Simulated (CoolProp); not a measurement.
Properties of CH3F (R41) along the isobar 0.101 MPa.

Values from CoolProp's reference Helmholtz-energy equation of state, Lemmon 2006. It is a short technical equation, of lower accuracy than the large ones.

```csv
T (K),phase,density (kg/m³),cp (kJ/(kg K)),cv (kJ/(kg K)),expansivity (1/kK),fugacity coefficient
143.6,liquid,980.9,2.087,1.442,1.882,0.01857
161.7,liquid,947.0,2.063,1.371,2.011,0.1048
179.7,liquid,912.0,2.059,1.315,2.184,0.3946
197.7,gas,2.178,1.195,0.8762,6.027,0.9619
215.8,gas,1.969,1.114,0.8266,5.169,0.9736
233.8,gas,1.804,1.084,0.8122,4.606,0.9807
251.8,gas,1.667,1.079,0.8154,4.189,0.9852
269.9,gas,1.550,1.088,0.8291,3.858,0.9884
287.9,gas,1.450,1.105,0.8498,3.585,0.9907
305.9,gas,1.362,1.129,0.8756,3.353,0.9924
324,gas,1.284,1.157,0.9054,3.151,0.9937
342,gas,1.215,1.188,0.9380,2.975,0.9947
```
